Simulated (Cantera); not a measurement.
A closed system holds: 1 mol Zr, 8.9 mol NH3, 450 mol H2, at 2125 K and 133 Pa.

Equilibrium computed with Cantera from the NASA thermochemical tables; the gas is ideal and each condensed phase is pure. Candidate condensed phases: Zr, ZrN; 11 gas species. ZrN: taken at fixed stoichiometry. Kinetics and transport are ignored.

Base state: H2 0.898, H 0.0942, N2 0.00805 (mole fractions); condensed: ZrN(s).

Q: What changes in the equilibrium state with this change: pressure from 133 Pa to 13.0 Pa?

A: 
```json
[
 {"species": "H2", "before": "0.898", "after": "0.722"},
 {"species": "H", "before": "0.0942", "after": "0.271"},
 {"species": "N2", "before": "0.00805", "after": "0.00731"},
 {"species": "Zr", "before": "2.93e-7", "after": "1.01e-5"},
 {"species": "ZrN(s), mol", "before": "1.000", "after": "0.995"}
]
```
